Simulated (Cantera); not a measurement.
Input: 1 mol SiH4, 2.8 mol HCl, 330 mol H2, at 0.100 bar.

These are equilibrium values from Cantera (NASA tables, ideal gas, pure condensed phases), not measurements of a reactor. Candidate condensed phases: Si; 19 gas species. The tables' values for SiCl3 are old estimates; treat these amounts as uncertain. Gases not in the tables: Si2H6 and higher silanes. Kinetics and transport are ignored.

log p: log10 of the partial pressure in bar; n: condensed amount in mol.

| T (°C) | log p H2 | log p HCl | log p SiHCl3 | log p SiCl4 | log p H | log p SiCl2 | n Si(s) | n Si(l) |
|---|---|---|---|---|---|---|---|---|
| 575 | -1.00 | -3.84 | -3.99 | -4.04 | -11.22 | -6.61 | 0.317 | 0 |
| 675 | -1.00 | ? | ? | ? | ? | ? | ? | 0 |
| 775 | -1.00 | -3.19 | -4.56 | -4.75 | -8.61 | -5.10 | 0.795 | 0 |
| 875 | -1.00 | -3.11 | -5.25 | -5.66 | -7.65 | -4.88 | 0.917 | 0 |
| 975 | -1.00 | -3.10 | -5.99 | -6.63 | -6.83 | -4.79 | 0.937 | 0 |
| 1075 | -1.00 | -3.10 | -6.65 | -7.49 | -6.14 | -4.74 | 0.937 | 0 |
| 1175 | -1.00 | -3.10 | -7.21 | -8.24 | -5.54 | -4.71 | 0.933 | 0 |
| 1275 | -1.00 | -3.10 | -7.71 | -8.89 | -5.01 | -4.68 | 0.927 | 0 |
| 1375 | -1.00 | -3.10 | ? | ? | ? | -4.65 | 0.920 | 0 |
| 1475 | -1.00 | -3.10 | -8.57 | -10.01 | -4.14 | -4.68 | 0 | 0.914 |

Complete the blanks.


- 675, log p HCl: -3.43
- 675, log p SiHCl3: -4.16
- 675, log p SiCl4: -4.24
- 675, log p H: -9.78
- 675, log p SiCl2: -5.68
- 675, n Si(s): 0.532
- 1375, log p SiHCl3: -8.14
- 1375, log p SiCl4: -9.46
- 1375, log p H: -4.55
